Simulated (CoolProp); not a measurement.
Model: reference Helmholtz-energy equation of state, Thol 2018, in CoolProp.

### Question
For hydrogen chloride, give the phase and the cp (kJ/(kg K)), speed of sound (m/s) at 362.9 K and 0.779 MPa; 503.1 K and 0.779 MPa.

### Answer
- 362.9 K and 0.779 MPa: gas; cp 0.837, speed of sound 336
- 503.1 K and 0.779 MPa: gas; cp 0.816, speed of sound 399
